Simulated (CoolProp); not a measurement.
Computed with CoolProp (reference Helmholtz-energy equation of state, McLinden 2015).

Q: For the fluoroketone C6F12O (FK-5-1-12), give the phase and the density (kg/m³), fugacity coefficient at 325.2 K and 0.0779 MPa.

A: 
- 325.2 K and 0.0779 MPa: gas; density 9.56, fugacity coefficient 0.955
